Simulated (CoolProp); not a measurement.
R124 along the isotherm 470 K: fugacity coefficient from the reference equation and from simpler models built on Tc = 395.4 K, pc = 3.624 MPa, ω = 0.288; each cubic takes its own stable root.

Computed with CoolProp (reference Helmholtz-energy equation of state, de Vries 1995).

```csv
p (MPa),phase,reference,van der Waals,Soave-Redlich-Kwong
0.115,gas,0.9940,0.9939,0.9942
0.185,gas,0.9904,0.9901,0.9908
0.299,gas,0.9845,0.9841,0.9851
0.483,gas,0.9750,0.9743,0.9760
0.781,gas,0.9598,0.9586,0.9614
1.26,gas,0.9356,0.9334,0.9383
2.04,gas,0.8973,0.8927,0.9016
3.29,gas,0.8380,0.8281,0.8450
5.32,supercritical,0.7479,0.7242,0.7601
8.6,supercritical,0.6243,0.5851,0.6479
13.9,supercritical,0.5072,0.4862,0.5449
22.4,supercritical,0.4392,0.4512,0.4876
36.2,supercritical,0.4327,0.5013,0.4942
```
